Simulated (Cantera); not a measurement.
Cantera run:

```python
import numpy as np
import cantera as ct

gas_names = [...]  # 114 gases of nasa_gas.yaml made of C, Fe, H, O
cond_names = """
    C(gr) C6H6(L) C7H8(L) C8H18(L),n-octa Fe(a) Fe(c) Fe(d) Fe(L) FeC5O5(L) FeO(s) FeO(L) Fe(OH)2(s)
    Fe(OH)3(s) Fe2O3(s) Fe3O4(s) H2O(s) H2O(L)
""".split()


# ... load() reads the species with a 1 bar reference pressure and builds the phases ...
atoms = {
    'Fe': {'Fe': 1},
    'CO2': {'C': 1, 'O': 2},
    'H2': {'H': 2},
}
top_T = {'C(gr)': 4500, 'Fe2O3(s)': 1830, 'Fe3O4(s)': 1870}  # K; cautious upper limits of use, not melting points


# ... equilibrate(T, P, feed) seeds the gas with the atoms and calls Mixture.equilibrate('TP', solver="vcs", rtol=1e-11, max_steps=5000) ...
results = []
feed = {'Fe': 1, 'CO2': 21, 'H2': 210}  # mol
T = 1723  # K
for P in [10, 61, 370, 2200, 13000, 82000, 500000, 3000000]:
    mix = equilibrate(T, P, feed)
    results.append((T, P, feed, dict(zip(mix.species_names, mix.species_moles))))

top = {s: max(r[3][s] / sum(r[3][g] for g in gas_names) for r in results) for s in gas_names}
cols = sorted((s for s in top if top[s] > 1e-05), key=lambda s: -top[s])[:7]
seen = [c for c in cond_names if any(r[3].get(c, 0) > 1e-12 for r in results)]
print("log10 of partial pressures in bar; condensed amounts in mol")
print(f"{'P/Pa':>10s}" + "".join(f"{s[:9]:>10s}" for s in cols + seen))
for T, P, feed, n in results:
    ng = sum(n[g] for g in gas_names)
    print(f"{P:10.4g}" + "".join(f"{np.log10(max(n[s] / ng * P / 1e5, 1e-99)):10.3f}" for s in cols)
          + "".join(f"{n.get(c, 0):10.4g}" for c in seen))
```

It prints:

```
log10 of partial pressures in bar; condensed amounts in mol
      P/Pa        H2       H2O        CO         H        Fe       CO2       CH4     Fe(d)
        10    -4.096    -5.061    -5.060    -5.787    -6.370    -6.571   -18.655         0
        61    -3.305    -4.273    -4.273    -5.392    -5.582    -5.785   -16.285         0
       370    -2.520    -3.488    -3.488    -4.999    -5.040    -5.002   -13.928    0.4271
      2200    -1.744    -2.713    -2.712    -4.611    -5.040    -4.226   -11.601    0.9036
   1.3e+04    -0.972    -1.941    -1.941    -4.225    -5.040    -3.455    -9.285    0.9833
   8.2e+04    -0.172    -1.141    -1.141    -3.825    -5.040    -2.655    -6.885     0.997
     5e+05     0.613    -0.356    -0.356    -3.432    -5.040    -1.870    -4.529    0.9991
     3e+06     1.391     0.424     0.422    -3.043    -5.040    -1.091    -2.197    0.9995
```

Cantera equilibrium calculation (NASA polynomials, part measured and part estimated; ideal gas, pure solids and liquids).
